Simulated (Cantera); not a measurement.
# Gas-phase reforming

An isothermal, constant-pressure homogeneous reactor starts with 65.8 % CH4, 34.2 % H2O, at 1900 K and 7.99 atm.

Detailed kinetics in Cantera: GRI-Mech 3.0 (53 species, 325 reactions). GRI-Mech 3.0 stops at C3 and has no aromatics, soot or wall deposition, so with more carbon than oxygen in the feed, carbon stays in small species such as C2H2 where larger ones or solid carbon would form.

| t (s) | x CH4 | x H2O | x CO | x CH2CO | x HO2 |
|---|---|---|---|---|---|
| 2.00e-5 | 0.548 | 0.327 | 0.000301 | 3.45e-6 | 2.10e-12 |
| 8.89e-5 | 0.341 | 0.280 | 0.00169 | 5.36e-5 | 1.30e-12 |
| 0.000395 | 0.156 | 0.233 | 0.00618 | 7.70e-5 | <1e-12 |
| 0.00175 | 0.0633 | 0.191 | 0.0225 | 6.92e-5 | <1e-12 |
| 0.00780 | 0.0468 | 0.126 | 0.0701 | 3.81e-5 | <1e-12 |
| 0.0346 | 0.0398 | 0.0426 | 0.140 | 1.02e-5 | <1e-12 |
| 0.154 | 0.0352 | 0.00236 | 0.176 | 2.37e-6 | <1e-12 |
| 0.684 | 0.0349 | 1.23e-5 | 0.178 | 2.02e-6 | <1e-12 |
| 3.04 | 0.0349 | 1.22e-5 | 0.178 | 2.02e-6 | <1e-12 |
| 13.5 | 0.0349 | 1.22e-5 | 0.178 | 2.02e-6 | <1e-12 |
| 60.0 | 0.0349 | 1.22e-5 | 0.178 | 2.02e-6 | <1e-12 |
x: mole fraction; the columns are a selection and need not sum to one.

Equilibrium at this temperature and pressure: CH4 0.0349, H2O 1.24e-5, CO 0.178, CH2CO 2.03e-6, HO2 <1e-12 (gas phase only).
